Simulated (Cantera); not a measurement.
# Silicon epitaxy and polysilicon growth: SiCl₄ + Cl₂ + H₂

Feed: 1 mol SiCl₄, 0.15 mol Cl₂, a varied amount of H₂, equilibrated at 1323.15 K and 1 atm.

These are equilibrium values from Cantera (NASA tables, ideal gas, pure condensed phases), not measurements of a reactor. Candidate condensed phases: Si; 19 gas species. The tables' values for SiCl₃ are old estimates; treat these amounts as uncertain. Kinetics and transport are ignored.

```tsv
n(H₂) (mol)	x H₂	x HCl	x SiCl₂	x SiHCl₃	x SiCl₄	x SiCl₃	x SiH₂Cl₂	n Si(s)
63	0.953	0.0358	0.00368	0.00308	0.00228	0.00124	0.000596	0.295
87	0.963	0.0302	0.00259	0.00182	0.00113	0.000730	0.000423	0.403
120	0.971	0.0249	0.00174	0.00101	0.000512	0.000404	0.000288	0.514
170	0.978	0.0196	0.00108	0.000493	0.000195	0.000196	0.000179	0.629
230	0.983	0.0156	0.000677	0.000246	7.70e-5	9.76e-5	0.000113	0.715
310	0.987	0.0122	0.000412	0.000117	2.86e-5	4.64e-5	6.91e-5	0.786
430	0.990	0.00916	0.000232	4.95e-5	9.02e-6	1.95e-5	3.90e-5	0.845
600	0.993	0.00675	0.000125	1.98e-5	2.65e-6	7.79e-6	2.12e-5	0.889
820	0.995	0.00503	6.94e-5	8.15e-6	8.11e-7	3.21e-6	1.17e-5	0.919
```
x: gas mole fraction; n: condensed amount in mol.

From 63 mol H₂ to 820 mol H₂ the condensed part is Si(s). The main Si-bearing gas is SiCl₂ throughout. The share of Si in condensed phases is highest at 820 mol H₂ (91.9 %) and lowest at 63 mol H₂ (29.5 %).
